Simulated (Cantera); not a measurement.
Input: 1 mol Si3N4, 27 mol HCl, 69 mol H2, held at 90.0 mbar.

Cantera equilibrium calculation (NASA polynomials, part measured and part estimated; ideal gas, pure solids and liquids). Candidate condensed phases: NH4Cl, Si, Si3N4; 28 gas species. The numbers say what is thermodynamically allowed, not how fast it happens.

Question: Which condensed phases are stable at each of these points (T (°C)): 427, 527, 627, 727, 827, 927, 1027, 1127, 1227, 1327, 1427?

Answer: 
```json
[
 {"T (°C)": "427", "condensed phases": "Si3N4(s)", "Si condensed (%)": "21.4"},
 {"T (°C)": "527", "condensed phases": "Si3N4(s)", "Si condensed (%)": "36.6"},
 {"T (°C)": "627", "condensed phases": "Si3N4(s)", "Si condensed (%)": "47.2"},
 {"T (°C)": "727", "condensed phases": "Si3N4(s)", "Si condensed (%)": "54.6"},
 {"T (°C)": "827", "condensed phases": "Si3N4(s)", "Si condensed (%)": "59.7"},
 {"T (°C)": "927", "condensed phases": "Si3N4(s)", "Si condensed (%)": "62.6"},
 {"T (°C)": "1027", "condensed phases": "Si3N4(s)", "Si condensed (%)": "61.0"},
 {"T (°C)": "1127", "condensed phases": "Si3N4(s)", "Si condensed (%)": "48.0"},
 {"T (°C)": "1227", "condensed phases": "Si3N4(s)", "Si condensed (%)": "14.7"},
 {"T (°C)": "1327", "condensed phases": "gas only", "Si condensed (%)": "0.0"},
 {"T (°C)": "1427", "condensed phases": "gas only", "Si condensed (%)": "0.0"}
]
```

From 427 °C to 1227 °C the condensed part is Si3N4(s). From 1327 °C to 1427 °C nothing is condensed.
